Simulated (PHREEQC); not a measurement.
# Leach liquor (model solution)

Make-up at 25 °C: 190 mmol/kgw HCl, 0.26 mmol/kgw CuSO4 and 23 mmol/kgw MgSO4. Closed to the air; pH follows from the charge balance.

All values are PHREEQC results (ion-association model, phreeqc.dat), not measurements.

Precipitation was switched off in this run.

Question: What pH, activity of water, density does the model give?

Answer: pH 0.87; activity of water 0.993; density 1.003 g/cm³.

Question: In which forms is Cu present?

Answer: Cu+2 82 %, CuCl+ 13 %, CuSO4 4.9 %, CuCl2 0.6 % of the Cu.
